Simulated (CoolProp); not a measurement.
Vapour-liquid equilibrium of R22 (1) + dimethyl ether (2) at 327.6 K; x and y are mole fractions of (1).

Model: multi-fluid Helmholtz-energy mixture model, Kamei 1995 and Wu 2011; pair parameters Bell 2016, in CoolProp.

| x | bubble pressure, mixture model (kPa) | bubble pressure, Raoult's law (kPa) | y, mixture model | y, Raoult's law |
|---|---|---|---|---|
| 0.05 | 1262 | 1316 | 0.044 | 0.082 |
| 0.15 | 1246 | 1404 | 0.143 | 0.230 |
| 0.25 | 1243 | 1492 | 0.255 | 0.360 |
| 0.35 | 1258 | 1579 | 0.379 | 0.476 |
| 0.45 | 1299 | 1667 | 0.511 | 0.580 |
| 0.55 | 1373 | 1754 | 0.640 | 0.674 |
| 0.65 | 1485 | 1842 | 0.758 | 0.758 |
| 0.75 | 1638 | 1930 | 0.855 | 0.835 |
| 0.85 | 1826 | 2017 | 0.929 | 0.905 |
| 0.95 | 2039 | 2105 | 0.981 | 0.970 |

The largest gap from Raoult's law is -22.1 % in bubble pressure, at x = 0.45. y crosses x between x = 0.15 and 0.25: the model has an azeotrope there.

The pair parameters rest on a limited set of measurements; away from them the model extrapolates.
